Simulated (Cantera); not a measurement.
Input: 1 mol SiF₄, 0.5 mol H₂O, equilibrated at 948 K and 0.500 bar.

These are equilibrium values from Cantera (NASA tables, ideal gas, pure condensed phases), not measurements of a reactor. Candidate condensed phases: H₂O, Si, SiO₂; 38 gas species. The numbers say what is thermodynamically allowed, not how fast it happens.

**Question.** What is the equilibrium state?

**Answer.** 
| Quantity | Result |
|---|---|
| x(SiF₄) | 0.561 |
| x(HF) | 0.254 |
| x(H₂O) | 0.185 |
| x(H₂F₂) | 1.53e-6 |
| n(SiO₂(β-quartz)) | 0.102 mol |
| gas amount | 1.602 mol |
| log10 activity of Si(s) (absent) | -32.66 |
